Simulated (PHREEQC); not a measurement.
Solution (20 °C): 0.014 mol/kgw HCl, 0.00011 mol/kgw ZnSO4 and 0.2 mol/kgw MnSO4. Closed to the air; pH follows from the charge balance.

Model: ion-association model, wateq4f.dat, run in PHREEQC.

```json
[
 {"quantity": "pH", "before": "2.47", "after": "1.90"},
 {"quantity": "ionic strength (mol/kgw)", "before": "0.428", "after": "0.0143"},
 {"quantity": "SO4-2 (mol/kgw)", "before": "0.0994", "after": "6.16e-5"},
 {"quantity": "Cl- (mol/kgw)", "before": "0.0126", "after": "0.0140"},
 {"quantity": "HSO4- (mol/kgw)", "before": "0.00960", "after": "4.78e-5"},
 {"quantity": "ZnSO4 (mol/kgw)", "before": "4.29e-5", "after": "5.93e-7"},
 {"quantity": "SI of Goslarite (ZnSO4:7H2O)", "before": "-4.69", "after": "-6.58"},
 {"quantity": "SI of Zincite(c) (ZnO)", "before": "-11.50", "after": "-11.78"}
]
```

Question: What was changed between the two runs?
(A) HCl from 0.014 to 0.07 mol/kgw
(B) temperature from 20 to 90 °C
(C) MnSO4 left out
(D) MnSO4 replaced by MgSO4 at the same molality

Answer: C, MnSO4 left out

No solid was allowed to form.
